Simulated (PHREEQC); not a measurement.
Solution (25 °C): 0.097 mol/kgw MnSO4, 0.41 mol/kgw CaCl2, 0.00042 mol/kgw NaF and 0.0029 mol/kgw Na2SO4. Closed to the air; pH follows from the charge balance.

Equilibrium calculation in PHREEQC: ion-association model, wateq4f.dat.

```tsv
quantity	before	after
pH	6.39	6.42
Mn+2 (mol/kgw)	0.0552	0.0324
SO4-2 (mol/kgw)	0.0331	0.0192
MnSO4 (mol/kgw)	0.00644	0.00398
NaSO4- (mol/kgw)	0.000158	5.60e-5
SI of Pyrochroite (Mn(OH)2)	-4.41	-4.49
SI of Mirabilite (Na2SO4:10H2O)	-6.03	-6.72
```

Q: Which change was made?
A) diluted 2-fold with water
B) NaF left out
C) Na2SO4 replaced by KHSO4 at the same molality
D) CaCl2 left out
E) NaF replaced by KHF2 at the same molality

A: A, diluted 2-fold with water

No solid was allowed to form. The ionic strength passes 0.7 mol/kgw, the rough limit of the ion-association models, in before. Some of these states are supersaturated (in Fluorite, Gypsum, for instance).
